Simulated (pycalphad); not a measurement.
Computed with pycalphad from the COST 507 light-alloy database (1999), at 1 atm. No gas phase is included, though pure Mg would boil below 1377 °C. The data set is of 1999 and partly superseded. Not assessed as a whole: an extrapolation from subsystems, which can miss ternary compounds. Diffusion is slow at the low end, where real alloys seldom reach equilibrium.

Molar enthalpy of Al-2.14Mn-7.18Mg-11.69Si (at.%) in equilibrium (SER reference):

```json
[
 {"T (°C)": "1377", "H (kJ/mol)": "51.83", "phases": "LIQUID"},
 {"T (°C)": "1297", "H (kJ/mol)": "49.29", "phases": "LIQUID"},
 {"T (°C)": "1217", "H (kJ/mol)": "46.75", "phases": "LIQUID"},
 {"T (°C)": "1137", "H (kJ/mol)": "44.21", "phases": "LIQUID"},
 {"T (°C)": "1057", "H (kJ/mol)": "41.67", "phases": "LIQUID"},
 {"T (°C)": "977", "H (kJ/mol)": "39.14", "phases": "LIQUID"},
 {"T (°C)": "897", "H (kJ/mol)": "36.62", "phases": "LIQUID"},
 {"T (°C)": "817", "H (kJ/mol)": "34.09", "phases": "LIQUID"},
 {"T (°C)": "777", "H (kJ/mol)": "32.83", "phases": "LIQUID"},
 {"T (°C)": "737", "H (kJ/mol)": "31.58", "phases": "LIQUID"},
 {"T (°C)": "657", "H (kJ/mol)": "26.62", "phases": "LIQUID + ALMNSI_ALPHA"},
 {"T (°C)": "577", "H (kJ/mol)": "22.82", "phases": "LIQUID + ALMNSI_ALPHA + MG2SI"},
 {"T (°C)": "537", "H (kJ/mol)": "9.23", "phases": "FCC_A1 + ALMNSI_ALPHA + MG2SI + DIAMOND_A4"},
 {"T (°C)": "497", "H (kJ/mol)": "7.87", "phases": "FCC_A1 + ALMNSI_ALPHA + MG2SI + DIAMOND_A4"},
 {"T (°C)": "417", "H (kJ/mol)": "5.32", "phases": "FCC_A1 + ALMNSI_ALPHA + MG2SI + DIAMOND_A4"},
 {"T (°C)": "337", "H (kJ/mol)": "2.97", "phases": "FCC_A1 + ALMNSI_ALPHA + MG2SI + DIAMOND_A4"},
 {"T (°C)": "257", "H (kJ/mol)": "0.74", "phases": "FCC_A1 + ALMNSI_ALPHA + MG2SI + DIAMOND_A4"},
 {"T (°C)": "177", "H (kJ/mol)": "-1.39", "phases": "FCC_A1 + ALMNSI_ALPHA + MG2SI + DIAMOND_A4"},
 {"T (°C)": "97", "H (kJ/mol)": "-3.45", "phases": "FCC_A1 + ALMNSI_ALPHA + MG2SI + DIAMOND_A4"}
]
```

Cooling from 737 °C to 537 °C, across the freezing range, releases 22.3 kJ/mol, or 812 J/g. The slope is 31 J/(mol K) in the liquid and 34 J/(mol K) just below the solidus, where it includes any heat of precipitation. Liquidus 736 °C, solidus 557 °C. Changes were sought between steps of 40 K, so a narrower field can be missed.

Database names, with the compositions (at.%) that they take in these runs: ALMNSI_ALPHA: Al 70-72 Mn 17 Si 10-13; MG2SI: Mg 67 Si 33. FCC_A1 is fcc; DIAMOND_A4 is diamond (Si).
